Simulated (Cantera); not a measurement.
A Cantera script and its output.

```python
import numpy as np
import cantera as ct

gas = ct.Solution("gri30.yaml")
gas.TPX = 1325, 2666, {'CH4': 1, 'N2': 190}
reactor = ct.IdealGasConstPressureReactor(gas, energy="off", clone=False)
net = ct.ReactorNet([reactor])
net.rtol, net.atol = 1e-08, 1e-18
show = ['CH4', 'C2H6', 'H2', 'H', 'HCN']
times = np.geomspace(5e-06, 60, 12)

steps = ct.SolutionArray(gas, extra=["t"])
rows = []
print(f"{'t/s':>10s}{'T/K':>9s}{'P/Pa':>11s}" + "".join(f"{s:>11s}" for s in show))
for t in times:
    while net.time < t:
        t_next = net.step()
        steps.append(gas.state, t=t_next)
    rows.append([np.interp(t, steps.t, y) for y in (steps.T, steps.P, *steps(*show).X.T)])
    print(f"{t:10.3e}{rows[-1][0]:9.1f}{rows[-1][1]:11.4g}" + "".join(f"{x:11.3e}" for x in rows[-1][2:]))
rate = np.gradient(steps.T, steps.t)
print("integrator steps:", len(steps.t))
if steps.T.max() > steps.T[0] + 200:
    print(f"time of steepest temperature rise: {steps.t[rate.argmax()]:.4e} s")
gas.TPX = 1325, 2666, {'CH4': 1, 'N2': 190}
gas.equilibrate("TP")
print(f"equilibrium (TP): T = {gas.T:.1f} K  " + "  ".join(f"{s} {gas[s].X[0]:.3e}" for s in show))
```

Result:

```
       t/s      T/K       P/Pa        CH4       C2H6         H2          H        HCN
 5.000e-06   1325.0       2666  5.236e-03  4.857e-24  1.616e-14  3.826e-12  4.738e-27
 2.201e-05   1325.0       2666  5.236e-03  3.077e-22  2.880e-13  1.662e-11  2.309e-25
 9.685e-05   1325.0       2666  5.236e-03  2.779e-20  5.371e-12  6.906e-11  9.068e-24
 4.262e-04   1325.0       2666  5.236e-03  3.087e-18  8.831e-11  2.393e-10  2.434e-22
 1.876e-03   1325.0       2666  5.236e-03  4.460e-16  9.748e-10  4.669e-10  6.396e-21
 8.256e-03   1325.0       2666  5.236e-03  5.366e-14  5.852e-09  4.935e-10  1.519e-19
 3.634e-02   1325.0       2666  5.236e-03  4.888e-12  2.744e-08  4.938e-10  3.158e-18
 1.599e-01   1325.0       2666  5.235e-03  3.818e-10  1.228e-07  4.984e-10  7.158e-17
 7.038e-01   1325.0       2666  5.234e-03  2.107e-08  5.720e-07  5.833e-10  2.332e-15
 3.098e+00   1325.0       2666  5.229e-03  4.762e-07  4.453e-06  1.783e-09  6.941e-14
 1.363e+01   1325.0       2666  5.140e-03  3.542e-06  9.700e-05  1.801e-08  9.030e-12
 6.000e+01   1325.0       2666  4.513e-03  2.840e-06  1.005e-03  1.075e-07  4.692e-10
integrator steps: 751
equilibrium (TP): T = 1325.0 K  CH4 1.577e-06  C2H6 4.942e-13  H2 7.810e-03  H 8.911e-07  HCN 4.922e-03
```

Computed with Cantera and GRI-Mech 3.0 (53 species, 325 reactions). GRI-Mech 3.0 stops at C3 and has no aromatics, soot or wall deposition, so with more carbon than oxygen in the feed, carbon stays in small species such as C2H2 where larger ones or solid carbon would form. Radical loss at walls, strong at low pressure, is not modelled.
